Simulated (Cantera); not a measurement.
Input (Python, Cantera):

```python
import numpy as np
import cantera as ct

gas = ct.Solution("h2o2.yaml")
gas.TPX = 500, 101325, {'H2': 1, 'O2': 0.833, 'N2': 3.13, 'H2O': 0.095}
flame = ct.FreeFlame(gas, width=0.04)
flame.set_refine_criteria(ratio=3, slope=0.08, curve=0.16)
flame.transport_model = "mixture-averaged"
flame.solve(loglevel=0, auto=True)
z, T = flame.grid, flame.T
thick = (T[-1] - T[0]) / np.gradient(T, z).max()
show = ['H2', 'O2', 'H2O', 'OH', 'H2O2', 'O']
print(f"laminar burning velocity  {flame.velocity[0] * 100:.3f} cm/s")
print(f"burnt temperature         {T[-1]:.1f} K")
print(f"thermal thickness         {thick * 1e3:.4f} mm")
print(f"grid points               {len(z)}")
z0 = z[flame.heat_release_rate.argmax()]
print(f"{'z/mm':>9s}{'T/K':>9s}{'u/(m/s)':>9s}" + "".join(f"{s:>11s}" for s in show))
rows = []
for k in (-3, -2, -1.5, -1, -0.5, -0.25, 0, 0.25, 0.5, 1, 2, 4, 8):
    zz = z0 + k * thick
    rows.append([k * thick, np.interp(zz, z, T), np.interp(zz, z, flame.velocity),
                 *(np.interp(zz, z, flame.X[gas.species_index(s)]) for s in show)])
    print(f"{rows[-1][0] * 1e3:9.3f}{rows[-1][1]:9.1f}{rows[-1][2]:9.3f}" + "".join(f"{x:11.3e}" for x in rows[-1][3:]))
```

Output:

```
laminar burning velocity  249.005 cm/s
burnt temperature         1950.7 K
thermal thickness         0.3844 mm
grid points               110
     z/mm      T/K  u/(m/s)         H2         O2        H2O         OH       H2O2          O
   -1.153    500.0    2.490  1.977e-01  1.647e-01  1.878e-02  4.252e-14  9.711e-12  2.474e-12
   -0.769    500.0    2.490  1.975e-01  1.647e-01  1.879e-02  2.363e-12  4.545e-10  1.373e-10
   -0.577    500.1    2.488  1.970e-01  1.648e-01  1.880e-02  2.520e-11  5.011e-09  1.451e-09
   -0.384    501.2    2.485  1.939e-01  1.655e-01  1.892e-02  1.645e-09  2.196e-07  4.515e-08
   -0.192    556.2    2.693  1.707e-01  1.681e-01  2.354e-02  4.964e-05  2.445e-05  8.403e-06
   -0.096    801.8    3.774  1.301e-01  1.611e-01  5.200e-02  6.476e-04  3.820e-05  2.613e-04
    0.000   1153.8    5.326  7.360e-02  1.329e-01  1.144e-01  2.194e-03  1.200e-05  2.791e-03
    0.096   1411.4    6.475  3.118e-02  9.867e-02  1.730e-01  5.784e-03  5.231e-06  6.915e-03
    0.192   1556.1    7.116  1.562e-02  8.313e-02  1.983e-01  8.326e-03  2.902e-06  8.298e-03
    0.384   1699.9    7.731  9.167e-03  7.646e-02  2.126e-01  9.676e-03  1.402e-06  6.873e-03
    0.769   1814.5    8.204  5.633e-03  7.452e-02  2.219e-01  8.959e-03  7.243e-07  4.141e-03
    1.537   1888.5    8.502  2.752e-03  7.401e-02  2.288e-01  6.874e-03  4.069e-07  1.970e-03
    3.075   1927.6    8.656  1.060e-03  7.423e-02  2.330e-01  4.501e-03  2.270e-07  7.540e-04
```

Model: the H2/O2 subset of GRI-Mech 3.0, which has no nitrogen chemistry, integrated in Cantera. Burning velocities carry a grid error of a few per cent, more on coarse grids. Lean hydrogen flames are cellular in practice and burn faster than this planar one.
